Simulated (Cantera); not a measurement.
Transport properties of process gases

Gas mixture: C2H2 : CH3OH : H2 : C2H6 = 0.36 : 0.26 : 0.79 : 0.51 (molar parts), at 0.000100 bar, frozen composition.

Cantera's kinetic-theory transport with the Lennard-Jones parameters of GRI-Mech 3.0, ideal gas; thermal conductivity in the multicomponent form. Polar gases are described roughly by these parameters. The composition is frozen, though it would react at the higher temperatures.

```
T (K)  ρ (kg/m³)  cp (J/kg/K)  μ (µPa s)  λ (mW/m/K)     Pr  D (cm²/s) C2H2  D (cm²/s) H2O  D (cm²/s) CO2
-----  ---------  -----------  ---------  ----------  -----  --------------  -------------  -------------
400      5.42e-5         2536       13.4        74.0  0.460            3430           4210           2980
650      3.34e-5         3213       20.2         123  0.529            8310          10700           7240
900      2.41e-5         3702       26.0         172  0.560           14700          19500          12900
1150     1.89e-5         4087       31.1         220  0.577           22400          30100          19600
1400     1.55e-5         4373       35.7         267  0.584           31300          42500          27500
1650     1.31e-5         4590       39.9         312  0.587           41300          56500          36200
```
D: mixture-averaged diffusion coefficient of that species in the mixture.
